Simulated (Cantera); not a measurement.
# Ignition delay

Mixture: 1.93 % CH4, 2.70 % CO, 12.4 % O2, 83.0 % N2, equivalence ratio 0.42, at 5.00 bar, adiabatic and at constant pressure. Ignition delay is the time to a rise of 400 K.

Detailed kinetics in Cantera: GRI-Mech 3.0 (53 species, 325 reactions).

```json
[
 {"T0 (K)": "1100", "delay (ms)": "52.0"},
 {"T0 (K)": "1175", "delay (ms)": "15.6"},
 {"T0 (K)": "1250", "delay (ms)": "5.39"},
 {"T0 (K)": "1325", "delay (ms)": "2.07"},
 {"T0 (K)": "1400", "delay (ms)": "0.882"},
 {"T0 (K)": "1475", "delay (ms)": "0.414"}
]
```

```json
{
  "apparent activation energy between 1325 and 1475 K": "170 kJ/mol"
}
```
